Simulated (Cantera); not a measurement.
An isothermal, constant-pressure homogeneous reactor starts with 17.2 % C₂H₆, 82.8 % H₂, at 1300 K and 10.00 Torr.

Cantera simulation using GRI-Mech 3.0 (53 species, 325 reactions); the numbers are that mechanism's predictions, not measurements. GRI-Mech 3.0 stops at C3 and has no aromatics, soot or wall deposition, so with more carbon than oxygen in the feed, carbon stays in small species such as C2H2 where larger ones or solid carbon would form. Radical loss at walls, strong at low pressure, is not modelled.

**Question.** Predict: x(C₂H₆) at 50.0 s; x(H₂) at 50.0 s; x(CH₃) at 50.0 s; x(CH₄) at 50.0 s.

**Answer.** x(C₂H₆) at 50.0 s: 3.66e-6 (gas-phase equilibrium 2.04e-6)
x(H₂) at 50.0 s: 0.813 (gas-phase equilibrium 0.849)
x(CH₃) at 50.0 s: 1.30e-5 (gas-phase equilibrium 7.33e-6)
x(CH₄) at 50.0 s: 0.0927 (gas-phase equilibrium 0.0357)
